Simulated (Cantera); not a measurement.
What does this Cantera script print?

```python
import numpy as np
import cantera as ct

surf = ct.Interface("diamond.yaml", "diamond_100")
gas, bulk = surf.adjacent["gas"], surf.adjacent["diamond"]
k = surf.kinetics_species_index(bulk.species_names[0])
cover = ["c6HH", "c6H*", "c6*H", "c6**", "c6HM", "c6B"]

rows, drift = [], 0.0
print(f"{'xH':>10s}{'um/h':>11s}" + "".join(f"{s:>11s}" for s in cover))
for v in [0.0001, 0.00025, 0.00065, 0.0017, 0.0042, 0.011, 0.027, 0.07, 0.18]:
    T, P, xH, xCH3 = 998, 3200, v, 0.0001
    gas.TPX = T, P, {"H": xH, "CH3": xCH3, "CH4": 0.027, "H2": 1 - xH - xCH3 - 0.027}
    surf.TP = bulk.TP = T, P
    surf.coverages = "c6H*:0.1, c6HH:0.9"
    surf.advance_coverages(100.0)
    before = surf.coverages
    surf.advance_coverages(100.0)
    drift = max(drift, np.max(np.abs(surf.coverages - before) / (surf.coverages + 1e-9)))
    rate = surf.net_production_rates[k] * bulk.mean_molecular_weight / bulk.density * 3.6e9
    rows.append([rate, *surf[cover].coverages])
    print(f"{v:10.4g}{rate:11.4e}" + "".join(f"{x:11.3e}" for x in rows[-1][1:]))
```

Result:

```
        xH       um/h       c6HH       c6H*       c6*H       c6**       c6HM        c6B
    0.0001 3.0235e-01  5.500e-01  1.451e-02  2.989e-01  3.879e-03  9.630e-02  8.204e-10
   0.00025 6.2585e-01  5.462e-01  1.560e-02  3.213e-01  5.957e-03  8.073e-02  1.698e-09
   0.00065 1.0380e+00  5.619e-01  1.664e-02  3.425e-01  7.708e-03  5.191e-02  2.817e-09
    0.0017 1.3675e+00  5.794e-01  1.742e-02  3.585e-01  8.792e-03  2.625e-02  3.711e-09
    0.0042 1.5439e+00  5.895e-01  1.784e-02  3.669e-01  9.309e-03  1.201e-02  4.189e-09
     0.011 1.6318e+00  5.947e-01  1.809e-02  3.710e-01  9.559e-03  4.850e-03  4.428e-09
     0.027 1.6673e+00  5.968e-01  1.828e-02  3.725e-01  9.668e-03  2.019e-03  4.524e-09
      0.07 1.6852e+00  5.977e-01  1.860e-02  3.729e-01  9.750e-03  7.870e-04  4.573e-09
      0.18 1.6990e+00  5.979e-01  1.933e-02  3.724e-01  9.870e-03  3.082e-04  4.610e-09
```

Computed with Cantera and the Harris–Goodwin 1993 mechanism for the reconstructed diamond (100) surface.
